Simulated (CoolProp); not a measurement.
Saturation properties of R142b (Tc = 410.3 K, pc = 4.055 MPa, ω = 0.232).

Values from CoolProp's reference Helmholtz-energy equation of state, Lemmon 2006. It is a short technical equation, of lower accuracy than the large ones.

```tsv
T (K)	p (MPa)	vapour Z	liquid viscosity (µPa s)
289.1	0.2533	0.9230	…
292.7	…	…	244
296.2	…	…	235
299.7	0.3542	0.9034	226
303.2	0.3934	…	218
306.8	0.4370	0.8887	210
310.3	0.4829	0.8809	202
313.8	0.5322	0.8728	…
317.3	0.5852	0.8643	188
```

Question: What belongs in the gaps?

Answer: 
- 289.1, liquid viscosity (µPa s): 254
- 292.7, p (MPa): 0.2847
- 292.7, vapour Z: 0.9167
- 296.2, p (MPa): 0.3180
- 296.2, vapour Z: 0.9102
- 303.2, vapour Z: 0.8963
- 313.8, liquid viscosity (µPa s): 195

It boils at 264.0 K under 1 atm.

Viscosity comes from a separate model (Huber 2003), an estimate that may be off by 10 % or more.
